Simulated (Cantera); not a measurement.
Input: 1 mol SiH2Cl2, 2.4 mol N2, at 1302 °C and 2100 Pa.

Method: chemical equilibrium by Gibbs-energy minimisation in Cantera with the NASA 1993 tables (ideal gas, pure condensed phases). Candidate condensed phases: NH4Cl, Si, Si3N4; 28 gas species. The tables' values for SiCl3 are old estimates; treat these amounts as uncertain. Equilibrium is a limit: real reactors are often held back by kinetics, nucleation or transport.

Base state: N2 0.513, HCl 0.236, H2 0.132, SiCl2 0.0982, SiCl3 0.0146, SiCl4 0.00566, SiHCl3 0.000422, Cl 0.000148 (mole fractions); condensed: Si3N4(s).

Question: What changes in the equilibrium state with this change: N2 from 2.4 to 17 mol?

Answer: 
```csv
species,before,after
N2,0.513,0.894
HCl,0.236,0.0576
H2,0.132,0.0249
SiCl3,0.0146,0.00178
SiCl2,0.0982,0.0214
SiHCl3,0.000422,2.24e-5
SiCl4,0.00566,0.000389
H,0.000104,4.52e-5
"Si3N4(s), mol",0.175,0.187
```

Question: What changes in the equilibrium state with this change: SiH2Cl2 replaced by SiH4?

Answer: 
```
species          before     after
-------------  --------  --------
H2                0.132     0.536
N2                0.513     0.464
H              0.000104  0.000210
HCl               0.236         0
SiCl2            0.0982         0
SiCl3            0.0146         0
SiCl4           0.00566         0
SiHCl3         0.000422         0
Cl             0.000148         0
Si3N4(s), mol     0.175     0.333
```
